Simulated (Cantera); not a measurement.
Cantera run, input and output.

```python
import numpy as np
import cantera as ct

gas = ct.Solution("gri30.yaml")
gas.TPX = 600, 100000, {'CH4': 1, 'O2': 1.82, 'N2': 6.84}
flame = ct.FreeFlame(gas, width=0.04)
flame.set_refine_criteria(ratio=3, slope=0.08, curve=0.16)
flame.transport_model = "mixture-averaged"
flame.solve(loglevel=0, auto=True)
z, T = flame.grid, flame.T
thick = (T[-1] - T[0]) / np.gradient(T, z).max()
show = ['CH4', 'O2', 'HCN', 'H2', 'CO', 'C2H2']
print(f"laminar burning velocity  {flame.velocity[0] * 100:.3f} cm/s")
print(f"burnt temperature         {T[-1]:.1f} K")
print(f"thermal thickness         {thick * 1e3:.4f} mm")
print(f"grid points               {len(z)}")
z0 = z[flame.heat_release_rate.argmax()]
print(f"{'z/mm':>9s}{'T/K':>9s}{'u/(m/s)':>9s}" + "".join(f"{s:>11s}" for s in show))
rows = []
for k in (-3, -2, -1.5, -1, -0.5, -0.25, 0, 0.25, 0.5, 1, 2, 4, 8):
    zz = z0 + k * thick
    rows.append([k * thick, np.interp(zz, z, T), np.interp(zz, z, flame.velocity),
                 *(np.interp(zz, z, flame.X[gas.species_index(s)]) for s in show)])
    print(f"{rows[-1][0] * 1e3:9.3f}{rows[-1][1]:9.1f}{rows[-1][2]:9.3f}" + "".join(f"{x:11.3e}" for x in rows[-1][3:]))
```

Result:

```
laminar burning velocity  130.470 cm/s
burnt temperature         2381.4 K
thermal thickness         0.3268 mm
grid points               153
     z/mm      T/K  u/(m/s)        CH4         O2        HCN         H2         CO       C2H2
   -0.980    600.1    1.306  1.034e-01  1.882e-01  4.468e-11  1.130e-03  2.154e-06  1.965e-09
   -0.654    601.5    1.312  1.030e-01  1.877e-01  8.094e-10  3.338e-03  2.876e-05  3.477e-08
   -0.490    608.6    1.332  1.022e-01  1.867e-01  6.804e-09  6.349e-03  1.836e-04  2.863e-07
   -0.327    662.7    1.460  9.776e-02  1.822e-01  8.557e-08  1.247e-02  1.594e-03  3.518e-06
   -0.163   1046.6    2.346  7.061e-02  1.502e-01  1.288e-06  2.332e-02  1.556e-02  5.407e-05
   -0.082   1460.8    3.316  3.900e-02  1.079e-01  3.604e-06  2.899e-02  3.563e-02  1.662e-04
    0.000   1846.2    4.233  9.832e-03  5.871e-02  7.711e-06  3.016e-02  5.683e-02  3.023e-04
    0.082   2013.7    4.623  8.690e-04  2.917e-02  7.741e-06  2.522e-02  5.954e-02  8.074e-05
    0.163   2056.7    4.707  3.903e-05  1.834e-02  3.729e-06  2.184e-02  5.221e-02  4.342e-06
    0.327   2095.8    4.771  8.088e-08  1.312e-02  5.888e-07  2.103e-02  4.323e-02  7.048e-09
    0.654   2145.1    4.863  2.426e-11  1.086e-02  2.995e-08  2.060e-02  3.890e-02  1.942e-12
    1.307   2206.8    4.982  1.551e-15  8.781e-03  2.361e-10  1.910e-02  3.691e-02  1.124e-17
    2.614   2272.4    5.108  1.113e-15  6.487e-03  2.081e-11  1.713e-02  3.476e-02  1.509e-19
```

Cantera simulation using GRI-Mech 3.0 (53 species, 325 reactions); the numbers are that mechanism's predictions, not measurements. Burning velocities carry a grid error of a few per cent, more on coarse grids.
